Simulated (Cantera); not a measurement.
Charge: 1 mol AlN, 0.24 mol Br2, equilibrated at 13.0 mbar.

Equilibrium computed with Cantera from the NASA thermochemical tables; the gas is ideal and each condensed phase is pure. Candidate condensed phases: Al, AlBr3, AlN, Br2; 10 gas species. Rates play no part.

At 802 °C, list the 4 most abundant gas species with their mole fractions, and the condensed phases.

AlBr3 0.667, N2 0.333, Al2Br6 9.66e-5, Br 4.86e-5. Condensed: AlN(s).
